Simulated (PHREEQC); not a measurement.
Consider water at 40 °C with 0.019 mol/kgw (NH4)2CO3. Closed to the air; pH follows from the charge balance.

Computed with PHREEQC (ion-association model, wateq4f.dat).

Precipitation was switched off in this run.

**Question.** Estimate the pH, ionic strength.

**Answer.** pH 8.82; ionic strength 0.0211 mol/kgw.

**Question.** In which forms is N present?

**Answer.** NH4+ 53 %, NH3 47 % of the N.

Carbamate, which ammonia and carbonate form, is missing from the database. Away from 25 °C the constants follow the database's enthalpies or fits; those with neither stay at their 25 °C values.
